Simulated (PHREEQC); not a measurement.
PHREEQC input (ion-association model, wateq4f.dat):

```
SOLUTION_MASTER_SPECIES
  An  An-  0  An  62.0  # stands for a non-complexing anion
SOLUTION_SPECIES
  An- = An-
    -log_k 0
    -gamma 3.0 0
PHASES
  Fix_H+
    H+ = H+
    -log_k 0
SOLUTION 1
  temp 25
  units mmol/kgw
  pH 7 charge
  Cl 7
  Mg 3.5
  Na 5
  An 5
END
SELECTED_OUTPUT 1
  -reset false
  -pH true
  -pe true
  -ionic_strength true
  -water true
  -totals Cl Mg Na
  -molalities Hfo_wOH Hfo_wOH2+ Hfo_wO- Hfo_sOH Hfo_sOH2+ Hfo_sO- Hfo_wOMg+
  -saturation_indices Brucite Halite
USER_PUNCH 1
  -headings sigma psi
  10 PUNCH EDL("sigma", "Hfo"), EDL("psi", "Hfo")
PRINT
  -reset false
USE solution 1
SURFACE 1
  Hfo_wOH 0.0094382 600 4.2
  Hfo_sOH 0.000235955
EQUILIBRIUM_PHASES 1
  Fix_H+ -4 HAn 10
    -force_equality true
  O2(g) -0.68 10
END
# ... the last block is repeated for the other 12 points of pH, with NaOH or the acid as the point needs
```

Selected output (columns that matter, 13 of 13 rows; pH added in front):

```
pH	mu	Cl	Mg	Na	m_Hfo_wOH	m_Hfo_wOH2+	m_Hfo_wO-	m_Hfo_sOH	m_Hfo_sOH2+	m_Hfo_sO-	si_Brucite	si_Halite	sigma	psi
4	0.018841	0.007	0.0035	0.005	0.00307	0.0063341	3.4088e-05	7.6751e-05	0.00015835	8.522e-07	-11.517	-6.156	0.24726	0.17602
4.67	0.017717	0.007	0.0035	0.005	0.0049087	0.0044042	0.00012533	0.00012272	0.0001101	3.1334e-06	-10.172	-6.153	0.16794	0.15778
5.33	0.01687	0.007	0.0034996	0.005	0.0061818	0.0029603	0.00029573	0.00015455	7.401e-05	7.3937e-06	-8.8476	-6.1506	0.10459	0.13486
6	0.016263	0.007	0.0034943	0.005	0.0068622	0.002042	0.00052829	0.00017166	5.1081e-05	1.3215e-05	-7.5052	-6.1489	0.05963	0.10745
6.67	0.01564	0.007	0.0034111	0.005	0.00709	0.0014825	0.00077676	0.00017894	3.7416e-05	1.9604e-05	-6.1724	-6.1471	0.031112	0.076881
7.33	0.014463	0.0069998	0.0026778	0.0062152	0.0065859	0.0008238	0.0012062	0.00018036	2.256e-05	3.3032e-05	-4.9512	-6.049	0.016436	0.05104
8	0.01307	0.0069995	0.0012013	0.0093362	0.0047066	0.00023046	0.002202	0.00015555	7.6163e-06	7.2774e-05	-3.9515	-5.8678	0.010022	0.035501
8.67	0.012209	0.0069992	0.00025793	0.011383	0.0030378	6.8432e-05	0.0030892	0.00011568	2.6059e-06	0.00011764	-3.2748	-5.7788	0.0040524	0.015812
9.33	0.012094	0.0069991	2.3079e-05	0.012074	0.0024443	3.9366e-05	0.0034769	9.6748e-05	1.5581e-06	0.00013762	-3.0043	-5.7528	-0.003718	-0.014609
10	0.0123	0.0069991	1.5074e-06	0.012484	0.0021563	2.8371e-05	0.0037543	8.5658e-05	1.127e-06	0.00014914	-2.8594	-5.739	-0.014395	-0.049051
10.67	0.012927	0.006999	1.2586e-07	0.01333	0.0017635	1.7139e-05	0.0041569	7.0071e-05	6.81e-07	0.00016517	-2.6404	-5.7127	-0.030822	-0.080902
11.33	0.015152	0.0069989	2.2545e-08	0.015878	0.0011626	6.4943e-06	0.0047682	4.6197e-05	2.5805e-07	0.00018946	-2.219	-5.6439	-0.055586	-0.10572
12	0.024817	0.0069988	2.2553e-08	0.025937	0.00041475	7.1367e-07	0.0055218	1.648e-05	2.8358e-08	0.00021941	-1.2602	-5.4554	-0.085826	-0.1151
```
